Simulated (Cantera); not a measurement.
# NO annealing gas

An isothermal, constant-pressure homogeneous reactor starts with 20.4 % NO, 79.6 % N2, at 2000 K and 0.987 atm.

Computed with Cantera and GRI-Mech 3.0 (53 species, 325 reactions).

```
t (s)        x NO   x N2       x O      x O2    x N2O
--------  -------  -----  --------  --------  -------
0.000700    0.204  0.796   2.26e-5   5.41e-6  1.64e-5
0.00290     0.204  0.796   4.25e-5  0.000113  1.99e-5
0.0120      0.203  0.797   4.55e-5  0.000664  1.97e-5
0.0495      0.198  0.799   5.56e-5   0.00296  1.88e-5
0.205       0.179  0.808   8.51e-5    0.0124  1.52e-5
0.848       0.116  0.840  0.000145    0.0441  6.34e-6
3.51       0.0255  0.885  0.000202    0.0892  5.95e-7
14.5      0.00579  0.895  0.000212    0.0990  3.38e-7
60.0      0.00563  0.895  0.000212    0.0991  3.37e-7
```
x: mole fraction; the columns are a selection and need not sum to one.

Equilibrium at this temperature and pressure: NO 0.00563, N2 0.895, O 0.000212, O2 0.0991, N2O 3.37e-7 (gas phase only).
